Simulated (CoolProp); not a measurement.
A Linde-Hampson liquefier for dry air: isothermal reversible compression at 250 K from 1 atm to 30 MPa, throttling to 1 atm, return gas leaving the recuperator 0 K below the feed. Each further row changes one setting.

Values from CoolProp's reference Helmholtz-energy equation of state, Lemmon 2000. It is a pseudo-pure fit of the blend.

```
case                        liquid yield per pass  compression work (kJ/kg of gas)
--------------------------  ---------------------  -------------------------------
as stated                              (withheld)                              401
high pressure 60 MPa                        0.161                              463
warm-end temperature 280 K             (withheld)                       (withheld)
warm-end gap 5 K                       (withheld)                              401
```

Q: Some entries are withheld; supply them.

A: 
- as stated, liquid yield per pass: 0.165
- warm-end temperature 280 K, liquid yield per pass: 0.121
- warm-end temperature 280 K, compression work (kJ/kg of gas): 455
- warm-end gap 5 K, liquid yield per pass: 0.153
